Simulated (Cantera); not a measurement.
Thermodynamics of aluminium nitride and oxide growth, feed AlCl₃ + H₂O + N₂

Feed: 1 mol AlCl₃, 3.4 mol H₂O, 1.9 mol N₂, held at 470 Pa.

Method: chemical equilibrium by Gibbs-energy minimisation in Cantera with the NASA 1993 tables (ideal gas, pure condensed phases). Candidate condensed phases: Al, AlCl₃, AlN, Al₂O₃, H₂O, NH₄Cl; 45 gas species. The numbers say what is thermodynamically allowed, not how fast it happens.

From 1652 °C to 1927 °C the condensed part is Al₂O₃(s). The main Al-bearing gas is AlOCl throughout.

```csv
T (°C),log p HCl,log p N₂,log p H₂O,log p Cl,log p H₂,log p H,log p OH,n Al₂O₃(s)
1652,-2.72,-2.89,-2.90,-3.84,-4.06,-5.05,-4.95,0.500
1677,-2.73,-2.89,-2.90,-3.79,-4.01,-4.95,-4.88,0.500
1702,-2.73,-2.89,-2.90,-3.74,-3.96,-4.85,-4.81,0.500
1727,-2.74,-2.89,-2.91,-3.70,-3.92,-4.75,-4.74,0.500
1752,-2.75,-2.90,-2.91,-3.66,-3.87,-4.65,-4.67,0.500
1777,-2.75,-2.90,-2.92,-3.62,-3.83,-4.56,-4.61,0.500
1802,-2.76,-2.90,-2.92,-3.58,-3.79,-4.47,-4.55,0.500
1827,-2.77,-2.90,-2.93,-3.54,-3.75,-4.38,-4.48,0.500
1852,-2.78,-2.90,-2.93,-3.50,-3.71,-4.29,-4.43,0.500
1877,-2.79,-2.91,-2.94,-3.47,-3.67,-4.21,-4.37,0.499
1902,-2.80,-2.91,-2.95,-3.43,-3.63,-4.13,-4.31,0.499
1927,-2.81,-2.91,-2.96,-3.40,-3.60,-4.05,-4.26,0.499
```
log p: log10 of the partial pressure in bar; n: condensed amount in mol.
